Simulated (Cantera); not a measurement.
An isothermal, constant-pressure homogeneous reactor starts with 11.0 % CH4, 86.8 % H2, 2.20 % H2O, at 1750 K and 0.585 Torr.

Computed with Cantera and GRI-Mech 3.0 (53 species, 325 reactions). GRI-Mech 3.0 stops at C3 and has no aromatics, soot or wall deposition, so with more carbon than oxygen in the feed, carbon stays in small species such as C2H2 where larger ones or solid carbon would form. Radical loss at walls, strong at low pressure, is not modelled.

x: mole fraction; the columns are a selection and need not sum to one.

| t (s) | x CH4 | x H2 | x CH3 | x C2H | x C2H4 | x C2H6 | x CH2 |
|---|---|---|---|---|---|---|---|
| 0.000600 | 0.110 | 0.868 | ___ | <1e-12 | 2.31e-12 | <1e-12 | 2.10e-12 |
| 0.00135 | 0.110 | 0.868 | ___ | <1e-12 | 4.76e-11 | 8.69e-12 | 1.64e-11 |
| 0.00304 | 0.110 | 0.868 | ___ | <1e-12 | 7.80e-10 | 1.26e-10 | 1.15e-10 |
| 0.00684 | 0.110 | 0.868 | ___ | <1e-12 | 1.06e-8 | 1.42e-9 | 7.03e-10 |
| 0.0154 | 0.110 | 0.868 | ___ | <1e-12 | 1.30e-7 | 1.24e-8 | 3.87e-9 |
| 0.0346 | 0.110 | 0.868 | ___ | <1e-12 | 1.49e-6 | 8.38e-8 | 2.00e-8 |
| 0.0780 | 0.109 | 0.868 | ___ | 2.90e-12 | 1.59e-5 | 4.65e-7 | 9.93e-8 |
| 0.175 | 0.108 | 0.868 | ___ | 2.11e-10 | 0.000141 | 2.21e-6 | 4.73e-7 |
| 0.395 | 0.103 | 0.870 | ___ | 1.16e-8 | 0.000679 | 7.89e-6 | 1.95e-6 |
| 0.889 | 0.0787 | 0.883 | ___ | 1.54e-7 | 0.000778 | 9.43e-6 | 3.64e-6 |
| 2.00 | 0.0450 | 0.902 | ___ | 4.14e-7 | 0.000292 | 3.69e-6 | 3.04e-6 |

Task: What belongs in the gaps?

Result: 
- 0.000600, x CH3: 3.24e-6
- 0.00135, x CH3: 7.77e-6
- 0.00304, x CH3: 1.80e-5
- 0.00684, x CH3: 4.11e-5
- 0.0154, x CH3: 9.29e-5
- 0.0346, x CH3: 0.000210
- 0.0780, x CH3: 0.000473
- 0.175, x CH3: 0.00107
- 0.395, x CH3: 0.00232
- 0.889, x CH3: 0.00291
- 2.00, x CH3: 0.00191
